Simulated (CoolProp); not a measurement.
Vapour-liquid equilibrium of CHF3 (R23) (1) + R143a (2) at 0.192 MPa; x and y are mole fractions of (1).

Values from CoolProp's multi-fluid Helmholtz-energy mixture model, Penoncello 2003 and Lemmon and Jacobsen 2000; pair parameters Bell 2016.

| x | bubble temperature (°C) | y at the bubble point | dew temperature at overall composition x (°C) | liquid density (mol/L) |
|---|---|---|---|---|
| 0.05 | -36.2 | 0.167 | -33.7 | (withheld) |
| 0.2 | (withheld) | 0.531 | -36.9 | 14.62 |
| 0.35 | -53.2 | (withheld) | -40.4 | 15.55 |
| 0.5 | (withheld) | 0.848 | -44.6 | 16.48 |
| 0.65 | -63.2 | 0.914 | (withheld) | 17.45 |
| 0.8 | (withheld) | 0.957 | -56.2 | 18.48 |
| 0.95 | -69.3 | 0.990 | -65.9 | (withheld) |

Problem. Complete the blanks.

Solution. 
- 0.05, liquid density (mol/L): 13.70
- 0.2, bubble temperature (°C): -45.6
- 0.35, y at the bubble point: 0.736
- 0.5, bubble temperature (°C): -58.9
- 0.65, dew temperature at overall composition x (°C): -49.7
- 0.8, bubble temperature (°C): -66.5
- 0.95, liquid density (mol/L): 19.59

No azeotrope shows between x = 0.05 and 0.95.

Pair parameters are fitted to limited data, so mixtures are less certain than the pure fluids. The gap from Raoult's law changes sign with composition, which may be real or a fault of the pair parameters; it wasn't checked against measurements.
